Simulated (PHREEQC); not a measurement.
Consider water at 22 °C with 0.0053 mol H2S, 0.00033 mol NaCl and 0.0001 mol FeCl2 per kg of water. Closed to the air; pH follows from the charge balance.

Model: ion-association model, wateq4f.dat, run in PHREEQC.

This is a speciation only: nothing precipitates in the calculation.

### Question
Predict the pH.

### Answer
pH 4.40.

### Question
In which forms is Fe present?

### Answer
Fe+2 87 %, Fe(HS)2 13 % of the Fe.

Saturation is exceeded, for instance for Mackinawite; the values hold only as long as no solid forms. Species that the database lacks are ignored. The polysulfide entries of wateq4f.dat were taken out for this run.
